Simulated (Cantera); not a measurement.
## Ammonia decomposition in nitride growth gas

An isothermal, constant-pressure homogeneous reactor starts with 25.6 % NH3, 74.4 % H2, at 2125 K and 10.00 Torr.

Model: the gas-phase N/H chemistry of the illustrative SiF4/NH3 mechanism in the Surface Chemkin manual (1991), integrated in Cantera. Walls and surfaces, which speed up NH3 decomposition in real reactors, are not modelled.

| t (s) | x NH3 | x H2 | x N | x N2H4 | x NH2 | x N2H2 |
|---|---|---|---|---|---|---|
| 2.00e-6 | 0.256 | 0.744 | <1e-12 | <1e-12 | 2.63e-7 | <1e-12 |
| 5.49e-6 | 0.256 | 0.744 | <1e-12 | <1e-12 | 7.29e-7 | <1e-12 |
| 1.51e-5 | 0.256 | 0.744 | <1e-12 | <1e-12 | 2.03e-6 | <1e-12 |
| 4.13e-5 | 0.256 | 0.744 | <1e-12 | <1e-12 | 5.61e-6 | 1.10e-11 |
| 0.000113 | 0.256 | 0.744 | 6.59e-12 | <1e-12 | 1.55e-5 | 1.43e-10 |
| 0.000311 | 0.256 | 0.744 | 2.01e-10 | 4.22e-12 | 4.24e-5 | 1.48e-9 |
| 0.000854 | 0.256 | 0.744 | 4.73e-9 | 3.20e-11 | 0.000116 | 1.46e-8 |
| 0.00234 | 0.256 | 0.743 | 9.69e-8 | 2.36e-10 | 0.000314 | 1.61e-7 |
| 0.00643 | 0.255 | 0.743 | 1.36e-6 | 1.41e-9 | 0.000767 | 1.60e-6 |
| 0.0176 | 0.250 | 0.746 | 3.31e-6 | 2.52e-9 | 0.00103 | 3.51e-6 |
| 0.0484 | 0.235 | 0.755 | 3.36e-6 | 2.33e-9 | 0.000988 | 3.28e-6 |
| 0.133 | 0.199 | 0.777 | 3.38e-6 | 1.85e-9 | 0.000882 | 2.67e-6 |
| 0.364 | 0.130 | 0.818 | 3.38e-6 | 1.03e-9 | 0.000657 | 1.59e-6 |
| 1.00 | 0.0456 | 0.868 | 3.33e-6 | 2.44e-10 | 0.000320 | 4.71e-7 |
x: mole fraction; the columns are a selection and need not sum to one.

Equilibrium at this temperature and pressure: NH3 5.66e-8, H2 0.870, N 1.35e-8, N2H4 <1e-12, NH2 5.82e-9, N2H2 <1e-12 (gas phase only).
